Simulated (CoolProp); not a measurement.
A closed Brayton cycle with carbon dioxide: compressor inlet 312.15 K and 9.6 MPa, high pressure 26.6 MPa, turbine inlet 900 K, compressor efficiency 0.89, turbine efficiency 0.9, recuperator effectiveness 0 (on enthalpy, no pinch check). Each further row changes one setting.

Values from CoolProp's reference Helmholtz-energy equation of state, Span 1996.

| case | thermal efficiency (%) | net work (kJ/kg) | compressor to turbine work | compressor exit (K) | turbine exit (K) |
|---|---|---|---|---|---|
| as stated | [?] | 120 | 0.19 | 346.3 | 771.0 |
| turbine inlet 850 K | 15.3 | 111 | [?] | 346.3 | [?] |
| compressor inlet 322.15 K | 15.3 | 106 | 0.28 | 388.8 | 771.0 |
| high pressure 22.6 MPa | 13.1 | 104 | [?] | [?] | 791.0 |
| recuperator effectiveness 0.5 | 22.7 | 120 | 0.19 | 346.3 | 771.0 |

Task: Complete the blanks.

Result: 
- as stated, thermal efficiency (%): 15.2
- turbine inlet 850 K, compressor to turbine work: 0.20
- turbine inlet 850 K, turbine exit (K): 725.4
- high pressure 22.6 MPa, compressor to turbine work: 0.17
- high pressure 22.6 MPa, compressor exit (K): 340.2
